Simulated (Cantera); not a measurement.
Charge: 1 mol Cr, 0.16 mol N2, held at 1825 °C and 488 Torr.

These are equilibrium values from Cantera (NASA tables, ideal gas, pure condensed phases), not measurements of a reactor. Candidate condensed phases: Cr, CrN, Cr2N; 4 gas species. The numbers say what is thermodynamically allowed, not how fast it happens.

Base state: N2 0.995, Cr 0.00501 (mole fractions); condensed: Cr(s).

Q: What changes in the equilibrium state with this change: pressure from 488 Torr to 0.00263 Torr?

A: 
```tsv
species	before	after
Cr	0.00501	0.862
N2	0.995	0.138
Cr(s), mol	0.999	0
```
